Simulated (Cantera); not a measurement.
## Titanium nitride, carbide and oxide coatings: Ti + CH4 + H2

Feed: 1 mol Ti, 1.6 mol CH4, 16 mol H2, held at 1973.15 K and 0.100 bar.

These are equilibrium values from Cantera (NASA tables, ideal gas, pure condensed phases), not measurements of a reactor. Candidate condensed phases: C, C6H6, C7H8, C8H18, Ti, TiC; 77 gas species. TiC: taken at fixed stoichiometry. Kinetics and transport are ignored.

```json
{
  "x(H2)": "0.995",
  "x(H)": "0.00426",
  "x(C2H2 (acetylene))": "0.000638",
  "x(CH4)": "4.52e-5",
  "x(CH3)": "3.84e-6",
  "n(C(graphite))": "0.574 mol",
  "n(TiC(s))": "1.00 mol",
  "gas_amount": "19.24 mol",
  "log10 activity of Ti(l) (absent)": "-4.19"
}
```
